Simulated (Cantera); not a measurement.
Input: 1 mol CHF3, 1.1 mol HCl, 0.58 mol H2, equilibrated at 1.20 mbar.

Cantera equilibrium calculation (NASA polynomials, part measured and part estimated; ideal gas, pure solids and liquids). Candidate condensed phases: C, C6H6, C7H8, C8H18; 118 gas species. Rates play no part.

At 1950 K, list the 4 most abundant gas species with their mole fractions, and the condensed phases.

HF 0.731, Cl 0.204, HCl 0.0641, F 0.00103. Condensed: C(graphite).
